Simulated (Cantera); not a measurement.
A freely propagating, adiabatic, planar premixed flame of 11.2 % CO, 0.604 % H2, 3.13 % CH4, 17.9 % O2, 67.2 % N2, unburnt at 375 K and 1.09 atm; mixture-averaged transport, grid criteria slope 0.08 and curve 0.16, no radiation.

Model: GRI-Mech 3.0 (53 species, 325 reactions), integrated in Cantera. Burning velocities carry a grid error of a few per cent, more on coarse grids.

Task: Predict: laminar burning velocity; thermal thickness.

Result: 
```
Item                         Result
------------------------  ---------
laminar burning velocity  43.7 cm/s
thermal thickness          0.494 mm
```
